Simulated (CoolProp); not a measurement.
Vapour pressure (kPa) of oxygen: the reference equation beside estimates from Tc = 154.6 K, pc = 5046 kPa, ω = 0.022. Clausius-Clapeyron is anchored at 113.5 K with a constant enthalpy of vaporisation of 5.904 kJ/mol.

Model: reference Helmholtz-energy equation of state, Schmidt 1985, in CoolProp.

```json
[
 {"T (K)": "113.5", "reference": "686.5", "Lee-Kesler": "687.0", "Clausius-Clapeyron": "686.5", "Redlich-Kwong": "651.4", "Soave-Redlich-Kwong": "689.1"},
 {"T (K)": "116.3", "reference": "819.4", "Lee-Kesler": "820.1", "Clausius-Clapeyron": "798.1", "Redlich-Kwong": "787.8", "Soave-Redlich-Kwong": "824.1"},
 {"T (K)": "119.1", "reference": "969.9", "Lee-Kesler": "970.8", "Clausius-Clapeyron": "921.3", "Redlich-Kwong": "943.1", "Soave-Redlich-Kwong": "977.3"},
 {"T (K)": "121.9", "reference": "1139", "Lee-Kesler": "1140", "Clausius-Clapeyron": "1057", "Redlich-Kwong": "1119", "Soave-Redlich-Kwong": "1150"},
 {"T (K)": "124.7", "reference": "1329", "Lee-Kesler": "1330", "Clausius-Clapeyron": "1204", "Redlich-Kwong": "1315", "Soave-Redlich-Kwong": "1343"},
 {"T (K)": "127.5", "reference": "1541", "Lee-Kesler": "1541", "Clausius-Clapeyron": "1365", "Redlich-Kwong": "1535", "Soave-Redlich-Kwong": "1559"},
 {"T (K)": "130.3", "reference": "1775", "Lee-Kesler": "1774", "Clausius-Clapeyron": "1538", "Redlich-Kwong": "1778", "Soave-Redlich-Kwong": "1797"},
 {"T (K)": "133.1", "reference": "2034", "Lee-Kesler": "2033", "Clausius-Clapeyron": "1725", "Redlich-Kwong": "2046", "Soave-Redlich-Kwong": "2061"},
 {"T (K)": "135.9", "reference": "2320", "Lee-Kesler": "2317", "Clausius-Clapeyron": "1925", "Redlich-Kwong": "2340", "Soave-Redlich-Kwong": "2350"},
 {"T (K)": "138.7", "reference": "2633", "Lee-Kesler": "2629", "Clausius-Clapeyron": "2139", "Redlich-Kwong": "2661", "Soave-Redlich-Kwong": "2667"},
 {"T (K)": "141.5", "reference": "2975", "Lee-Kesler": "2971", "Clausius-Clapeyron": "2367", "Redlich-Kwong": "3011", "Soave-Redlich-Kwong": "3012"}
]
```

Absolute difference from the reference over all 11 rows, mean and median: Lee-Kesler 0.1 and 0.1 %, Clausius-Clapeyron 10.9 and 11.4 %, Redlich-Kwong 1.7 and 1.1 %, Soave-Redlich-Kwong 1.0 and 1.2 %.
